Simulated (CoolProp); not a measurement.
Vapour pressure (bar) of sulfur hexafluoride: the reference equation beside estimates from Tc = 318.7 K, pc = 37.55 bar, ω = 0.210. Clausius-Clapeyron is anchored at 266.1 K with a constant enthalpy of vaporisation of 12.97 kJ/mol.

Computed with CoolProp (reference Helmholtz-energy equation of state, Guder 2009).

```json
[
 {"T (K)": "254.1", "reference": "7.108", "Lee-Kesler": "7.218", "Clausius-Clapeyron": "7.771", "van der Waals": "14.17", "Peng-Robinson": "7.167"},
 {"T (K)": "258.1", "reference": "8.062", "Lee-Kesler": "8.178", "Clausius-Clapeyron": "8.547", "van der Waals": "15.22", "Peng-Robinson": "8.127"},
 {"T (K)": "262.1", "reference": "9.107", "Lee-Kesler": "9.227", "Clausius-Clapeyron": "9.373", "van der Waals": "16.33", "Peng-Robinson": "9.179"},
 {"T (K)": "266.1", "reference": "10.25", "Lee-Kesler": "?", "Clausius-Clapeyron": "10.25", "van der Waals": "17.49", "Peng-Robinson": "10.33"},
 {"T (K)": "270.1", "reference": "?", "Lee-Kesler": "11.62", "Clausius-Clapeyron": "11.18", "van der Waals": "18.69", "Peng-Robinson": "11.59"},
 {"T (K)": "274", "reference": "12.81", "Lee-Kesler": "12.93", "Clausius-Clapeyron": "12.14", "van der Waals": "19.92", "Peng-Robinson": "12.92"},
 {"T (K)": "278", "reference": "14.28", "Lee-Kesler": "14.40", "Clausius-Clapeyron": "13.17", "van der Waals": "21.22", "Peng-Robinson": "?"},
 {"T (K)": "282", "reference": "15.86", "Lee-Kesler": "15.98", "Clausius-Clapeyron": "14.26", "van der Waals": "22.58", "Peng-Robinson": "15.99"},
 {"T (K)": "286", "reference": "17.58", "Lee-Kesler": "17.68", "Clausius-Clapeyron": "15.41", "van der Waals": "23.99", "Peng-Robinson": "17.72"},
 {"T (K)": "290", "reference": "19.42", "Lee-Kesler": "19.52", "Clausius-Clapeyron": "16.62", "van der Waals": "25.45", "Peng-Robinson": "19.58"}
]
```

Task: What belongs in the gaps?

Result: 
- 266.1, Lee-Kesler: 10.37
- 270.1, reference: 11.49
- 278, Peng-Robinson: 14.39

Absolute difference from the reference over all 10 rows, mean and median: Lee-Kesler 1.0 and 1.0 %, Clausius-Clapeyron 7.1 and 6.9 %, van der Waals 61.5 and 59.1 %, Peng-Robinson 0.8 and 0.8 %.
